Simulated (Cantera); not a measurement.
A Cantera script and what it prints.

```python
import numpy as np
import cantera as ct

gas_names = """
    H2 ZrO2 H2O
""".split()
cond_names = """
    Zr(a) Zr(b) Zr(L)
""".split()


def load(file, names, dense=False):
    # The tables refer to 1 bar. Condensed volumes are neglected.
    table = {s.name: s for s in ct.Species.list_from_file(file)}
    out = []
    for n in names:
        d = dict(table[n].input_data)
        d["thermo"] = dict(d["thermo"], **{"reference-pressure": 1e5})
        if dense:
            d["equation-of-state"] = {"model": "constant-volume", "density": "1e6 g/cm^3"}
        out.append(ct.Species.from_dict(d))
    return out


species = {s.name: s for s in load("nasa_gas.yaml", gas_names) + load("nasa_condensed.yaml", cond_names)}
# Each term lists the table entries of one substance; the one whose range holds T is used.
reactions = {
    '2 H2(g) + ZrO2(g) = Zr + 2 H2O(g)':
        [(-2, ['H2']), (-1, ['ZrO2']), (1, ['Zr(a)', 'Zr(b)', 'Zr(L)']), (2, ['H2O'])],
}


def pick(names, T):
    return next(species[n] for n in names if species[n].thermo.min_temp <= T <= species[n].thermo.max_temp)


results = []
for label, terms in reactions.items():
    print(label)
    print("     T/K   dH/kJ  dS/(J/K)   dG/kJ   log10 K")
    for T in [523, 723, 923, 1123, 1323, 1523, 1723, 1923, 2123]:
        used = [(nu, pick(names, T)) for nu, names in terms]
        dH = sum(nu * s.thermo.h(T) for nu, s in used) / 1e6
        dS = sum(nu * s.thermo.s(T) for nu, s in used) / 1e3
        dG = dH - T * dS / 1e3
        logK = -dG * 1e6 / (ct.gas_constant * T * np.log(10))
        results.append((label, T, dH, dS, dG, logK, [s.name for _, s in used]))
        print(f"{T:8g} {dH:8.1f} {dS:8.1f} {dG:8.1f} {logK:8.2f}")
```

Output:

```
2 H2(g) + ZrO2(g) = Zr + 2 H2O(g)
     T/K   dH/kJ  dS/(J/K)   dG/kJ   log10 K
     523   -200.4   -125.9   -134.6    13.44
     723   -202.7   -129.7   -109.0     7.87
     923   -204.2   -131.5    -82.8     4.69
    1123   -204.7   -132.0    -56.4     2.63
    1323   -201.0   -128.8    -30.7     1.21
    1523   -200.8   -128.6     -4.9     0.17
    1723   -199.8   -128.0     20.7    -0.63
    1923   -198.2   -127.1     46.3    -1.26
    2123   -195.7   -125.9     71.6    -1.76
```

Standard-state values (1 bar) from the NASA 1993 polynomials, evaluated with Cantera. Condensed species are held in their standard states even where they would react or evaporate.
